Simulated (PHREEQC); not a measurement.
Make-up at 42 °C: 0.002 mol/kgw H3PO4, 0.00069 mol/kgw H2SO4 and 0.065 mol/kgw NiSO4. Closed to the air; pH follows from the charge balance.

The numbers come from PHREEQC with the ion-association model, wateq4f.dat.

Each row changes one thing in this solution. Precipitation was switched off in this run.

```tsv
case	pH	ionic strength (mol/kgw)	HSO4- (mol/kgw)	H2PO4- (mol/kgw)	H3PO4 (mol/kgw)	Ni(SO4)2-2 (mol/kgw)	SI of Morenosite (NiSO4:7H2O)
as made	3.03	0.146	0.00201	0.00178	0.000217	4.74e-5	-1.64
temperature from 42 to 45 °C	[?]	0.145	0.00206	0.00178	0.000215	4.64e-5	[?]
H2SO4 left out	[?]	0.145	0.00119	0.00186	0.000134	4.76e-5	-1.64
H3PO4 from 0.002 to 0.001 mol/kgw	[?]	0.145	0.00147	0.000919	8.09e-5	4.82e-5	-1.64
temperature from 42 to 85 °C	3.36	0.141	0.00268	0.00185	0.000154	3.54e-5	[?]
```

Task: Some entries are withheld; supply them.

Result: 
- temperature from 42 to 45 °C, pH: 3.05
- temperature from 42 to 45 °C, SI of Morenosite (NiSO4:7H2O): -1.67
- H2SO4 left out, pH: 3.26
- H3PO4 from 0.002 to 0.001 mol/kgw, pH: 3.17
- temperature from 42 to 85 °C, SI of Morenosite (NiSO4:7H2O): -2.00

H3PO4, which wateq4f.dat lacks, is added to it with the constant of phreeqc.dat. At this temperature some constants are extrapolated from 25 °C, and those without enthalpy data are left unchanged. The database has no phosphate complexes of Ni.
